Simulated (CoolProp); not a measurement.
Properties of CH3F (R41) along the isotherm 425 K.

Computed with CoolProp (reference Helmholtz-energy equation of state, Lemmon 2006). It is a short technical equation, of lower accuracy than the large ones.

| p (MPa) | phase | Z | cv (kJ/(kg K)) | Joule-Thomson coefficient (K/MPa) | isothermal compressibility (1/MPa) | expansivity (1/kK) | fugacity coefficient |
|---|---|---|---|---|---|---|---|
| 0.0467 | gas | 0.9988 | 1.107 | 6.730 | 21.44 | 2.363 | 0.9988 |
| 0.0727 | gas | 0.9982 | 1.107 | 6.727 | 13.78 | 2.368 | 0.9982 |
| 0.113 | gas | 0.9972 | 1.108 | 6.723 | 8.875 | 2.376 | 0.9972 |
| 0.176 | gas | 0.9956 | 1.108 | 6.717 | 5.707 | 2.389 | 0.9956 |
| 0.274 | gas | 0.9932 | 1.110 | 6.707 | 3.675 | 2.410 | 0.9932 |
| 0.427 | gas | 0.9893 | 1.112 | 6.691 | 2.367 | 2.443 | 0.9894 |
| 0.665 | gas | 0.9834 | 1.115 | 6.665 | 1.529 | 2.494 | 0.9835 |
| 1.04 | gas | 0.9741 | 1.120 | 6.624 | 0.9871 | 2.577 | 0.9744 |
| 1.61 | gas | 0.9599 | 1.127 | 6.557 | 0.6469 | 2.708 | 0.9606 |
| 2.51 | gas | 0.9377 | 1.139 | 6.445 | 0.4246 | 2.928 | 0.9394 |
| 3.91 | gas | 0.9036 | 1.157 | 6.251 | 0.2825 | 3.304 | 0.9074 |
| 6.09 | supercritical | 0.8518 | 1.186 | 5.897 | 0.1916 | 3.972 | 0.8602 |
| 9.48 | supercritical | 0.7765 | 1.229 | 5.212 | 0.1323 | 5.184 | 0.7930 |
| 14.8 | supercritical | 0.6841 | 1.281 | 3.869 | 0.08658 | 6.930 | 0.7032 |
